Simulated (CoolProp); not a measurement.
Vapour-liquid equilibrium of n-pentane (1) + benzene (2) at 0.358 bar; x and y are mole fractions of (1).

Computed with CoolProp (multi-fluid Helmholtz-energy mixture model, Thol 2019 and Thol 2012; pair parameters Bell 2016).

```tsv
x	bubble temperature, mixture model (K)	bubble temperature, Raoult's law (K)	y, mixture model	y, Raoult's law
0.05	315.0	318.6	0.297	0.193
0.2	301.8	308.5	0.651	0.552
0.35	295.2	300.9	0.775	0.739
0.5	291.1	295.0	0.844	0.847
0.65	288.0	290.2	0.895	0.915
0.8	285.2	286.2	0.940	0.960
0.95	282.7	282.8	0.985	0.992
```

The largest gap from Raoult's law is -6.7 K in bubble temperature, at x = 0.2. No azeotrope shows between x = 0.05 and 0.95.

Pair parameters are fitted to limited data, so mixtures are less certain than the pure fluids.
